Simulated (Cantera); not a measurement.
Feed: 1 mol SiHCl3, a varied amount of Cl2, 25 mol N2, equilibrated at 3400 Pa.

Equilibrium computed with Cantera from the NASA thermochemical tables; the gas is ideal and each condensed phase is pure. Candidate condensed phases: NH4Cl, Si, Si3N4; 28 gas species. N2 is the only nitrogen source here; it is nearly inert below about 1500 K, so the nitride shown seldom forms there in practice. The tables' values for SiCl3 are old estimates. Rates play no part.

Stable condensed phases, one row left out:

```
T in K \ n(Cl2) in mol
         0.022 0.064  0.11  0.15  0.19  0.23  0.28
   1748      A     A     A     A     A     A     A
   1698      A     A     A     A     A     A     A
   1648      A     A     A     A     A     A     A
   1548      B     B     A     A     A     A     A
   1498      B     B     B     B     B     B     A
   1448      B     B     B     B     B     B     B
   1398      B     B     B     B     B     B     B
   1348      B     B     B     B     B     B     B
   1298      B     B     B     B     B     B     B
   1248      B     B     B     B     B     B     B
   1198      B     B     B     B     B     B     B
```

A: gas only; B: Si3N4.

Task: Give the row for 1598 K.

Result: 0.022: gas only; 0.064: gas only; 0.11: gas only; 0.15: gas only; 0.19: gas only; 0.23: gas only; 0.28: gas only.
